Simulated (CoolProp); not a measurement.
R365MFC along the isotherm 226.85 °C: fugacity coefficient from the reference equation and from simpler models built on Tc = 186.9 °C, pc = 3.266 MPa, ω = 0.377; each cubic takes its own stable root.

Model: reference Helmholtz-energy equation of state, Lemmon 2016, in CoolProp.

```tsv
p (MPa)	phase	reference
0.0258	gas	0.9978
0.053	gas	0.9955
0.109	gas	0.9907
0.224	gas	0.9810
0.459	gas	0.9613
0.943	gas	0.9216
1.94	gas	0.8430
3.98	supercritical	0.6961
8.17	supercritical	0.4743
```

Question: How far does each simpler model (Redlich-Kwong, Soave-Redlich-Kwong, Peng-Robinson) lie from the reference over these 9 states: mean and median of the absolute difference, and the worst?

Answer: 
- Redlich-Kwong: mean 0.3 %, median 0.2 %, worst -1.7 % at 226.85 °C and 8.17 MPa
- Soave-Redlich-Kwong: mean 1.3 %, median 0.4 %, worst +5.9 % at 226.85 °C and 8.17 MPa
- Peng-Robinson: mean 0.3 %, median 0.1 %, worst -1.0 % at 226.85 °C and 3.98 MPa
